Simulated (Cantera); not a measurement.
Oxide etching and cleaning by halides: MgO + F₂

Feed: 1 mol MgO, 0.69 mol F₂.

Equilibrium computed with Cantera from the NASA thermochemical tables; the gas is ideal and each condensed phase is pure. Candidate condensed phases: Mg, MgF₂, MgO; 14 gas species. Mutual solubility and eutectic melting of coexisting phases are not modelled. Rates play no part.

### Question
Map the stable condensed phases over T = 1173, 1223, 1273, 1323, 1373, 1423, 1473, 1523, 1573, 1623 K and P in Pa = 1, 6.8, 46, 320, 2200, 15000, 100000.

### Answer
```
T in K \ P in Pa
              1    6.8     46    320   2200  15000 100000
   1623       A      A      A      B      B      B      B
   1573       A      A      B      B      B      B      B
   1523       A      A      B      B      B      B      B
   1473       A      B      B      B      B      B      B
   1423       A      B      B      B      B      B      B
   1373       B      B      B      B      B      B      B
   1323       B      B      B      B      B      B      B
   1273       B      B      B      B      B      B      B
   1223       B      B      B      B      B      B      B
   1173       B      B      B      B      B      B      B
```
A: MgO; B: MgF₂ + MgO.
